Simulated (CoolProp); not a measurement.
Saturated liquid density (kg/m³) of n-dodecane: the reference equation beside estimates from Tc = 658.1 K, pc = 1.818 MPa, ω = 0.574.

Model: reference Helmholtz-energy equation of state, Lemmon 2004, in CoolProp. It is a short technical equation, of lower accuracy than the large ones.

```tsv
T (K)	reference	Soave-Redlich-Kwong	Peng-Robinson
450.7	628.3	517.3	584.1
458.4	621.7	512.1	578.5
466.1	615.0	506.7	572.6
473.8	608.2	501.1	566.5
481.5	601.3	…	560.1
489.2	594.2	489.2	…
496.9	587.0	482.9	546.6
504.6	579.6	476.3	539.3
512.3	572.0	…	531.8
520	564.1	462.3	523.9
527.7	556.1	454.9	515.6
535.4	547.8	447.1	506.9
543.1	539.2	438.9	497.7
550.8	…	430.3	488.1
558.5	521.1	421.3	477.9
```

### Question
Some entries are withheld; supply them.

### Answer

- 481.5, Soave-Redlich-Kwong: 495.2
- 489.2, Peng-Robinson: 553.5
- 512.3, Soave-Redlich-Kwong: 469.5
- 550.8, reference: 530.3

Absolute difference from the reference over all 15 rows, mean and median: Soave-Redlich-Kwong 18.0 and 17.8 %, Peng-Robinson 7.2 and 7.0 %.
